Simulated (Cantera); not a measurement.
Cantera run:

```python
import numpy as np
import cantera as ct

gas_names = """
    HCL O OH
""".split()
cond_names = """
    SrO2H2(s) SrO2H2(L) SrCL2(a) SrCL2(b) SrCL2(L)
""".split()


def load(file, names, dense=False):
    # The tables refer to 1 bar. Condensed volumes are neglected.
    table = {s.name: s for s in ct.Species.list_from_file(file)}
    out = []
    for n in names:
        d = dict(table[n].input_data)
        d["thermo"] = dict(d["thermo"], **{"reference-pressure": 1e5})
        if dense:
            d["equation-of-state"] = {"model": "constant-volume", "density": "1e6 g/cm^3"}
        out.append(ct.Species.from_dict(d))
    return out


species = {s.name: s for s in load("nasa_gas.yaml", gas_names) + load("nasa_condensed.yaml", cond_names)}
# Each term lists the table entries of one substance; the one whose range holds T is used.
reactions = {
    '2 HCl(g) + 2 O(g) + Sr(OH)2 = SrCl2 + 4 OH(g)':
        [(-2, ['HCL']), (-2, ['O']), (-1, ['SrO2H2(s)', 'SrO2H2(L)']), (1, ['SrCL2(a)', 'SrCL2(b)', 'SrCL2(L)']), (4, ['OH'])],
}


def pick(names, T):
    return next(species[n] for n in names if species[n].thermo.min_temp <= T <= species[n].thermo.max_temp)


results = []
for label, terms in reactions.items():
    print(label)
    print("     T/K   dH/kJ  dS/(J/K)   dG/kJ   log10 K")
    for T in [300, 1048, 1148, 1248, 1348, 1448, 1548]:
        used = [(nu, pick(names, T)) for nu, names in terms]
        dH = sum(nu * s.thermo.h(T) for nu, s in used) / 1e6
        dS = sum(nu * s.thermo.s(T) for nu, s in used) / 1e3
        dG = dH - T * dS / 1e3
        logK = -dG * 1e6 / (ct.gas_constant * T * np.log(10))
        results.append((label, T, dH, dS, dG, logK, [s.name for _, s in used]))
        print(f"{T:8g} {dH:8.1f} {dS:8.1f} {dG:8.1f} {logK:8.2f}")
```

Output:

```
2 HCl(g) + 2 O(g) + Sr(OH)2 = SrCl2 + 4 OH(g)
     T/K   dH/kJ  dS/(J/K)   dG/kJ   log10 K
     300    -16.3     56.9    -33.3     5.80
    1048    -45.4     20.8    -67.2     3.35
    1148    -30.9     33.4    -69.2     3.15
    1248    -34.2     30.6    -72.4     3.03
    1348    -37.5     28.1    -75.3     2.92
    1448    -40.7     25.8    -78.0     2.82
    1548    -43.8     23.7    -80.5     2.72
```

Cantera with NASA thermochemical tables; ideal gases at 1 bar, condensed phases pure. Condensed species are held in their standard states even where they would react or evaporate.
